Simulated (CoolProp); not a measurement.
The numbers come from the reference Helmholtz-energy equation of state, Lemmon 2006 in CoolProp. It is a short technical equation, of lower accuracy than the large ones.

Problem. For acetone, give the phase and the density (kg/m³), cp (kJ/(kg K)), expansivity (1/kK) at 314 K and 5820 kPa; 540.3 K and 4850 kPa; 394.3 K and 116 kPa.

Solution. 
- 314 K and 5820 kPa: liquid; density 773, cp 2.17, expansivity 1.42
- 540.3 K and 4850 kPa: supercritical; density 104, cp 3.25, expansivity 9.11
- 394.3 K and 116 kPa: gas; density 2.11, cp 1.63, expansivity 2.82
